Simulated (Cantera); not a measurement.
A closed system holds: 1 mol V, a varied amount of N2, 200 mol H2, at 0.128 Torr.

Cantera equilibrium calculation (NASA polynomials, part measured and part estimated; ideal gas, pure solids and liquids). Candidate condensed phases: V, VN; 11 gas species. Mutual solubility and eutectic melting of coexisting phases are not modelled. VN: taken at fixed stoichiometry. Condensed phases not in the tables: V2N, N, O or C dissolved in the metal. Equilibrium is a limit: real reactors are often held back by kinetics, nucleation or transport.

Stable condensed phases, one row left out:

```
T in K \ n(N2) in mol
         4.8   6 7.5 9.3  11  14  18  22  27  34
   1800    A   A   A   A   A   A   A   A   A   A
   1750    A   A   A   A   A   A   A   A   A   A
   1700    A   A   A   A   A   A   A   A   A   B
   1650    A   A   A   A   A   B   B   B   B   B
   1550    B   B   B   B   B   B   B   B   B   B
   1500    B   B   B   B   B   B   B   B   B   B
   1450    B   B   B   B   B   B   B   B   B   B
   1400    B   B   B   B   B   B   B   B   B   B
```

A: V; B: VN.

### Question
Give the row for 1600 K.

### Answer
4.8: V + VN; 6: VN; 7.5: VN; 9.3: VN; 11: VN; 14: VN; 18: VN; 22: VN; 27: VN; 34: VN.
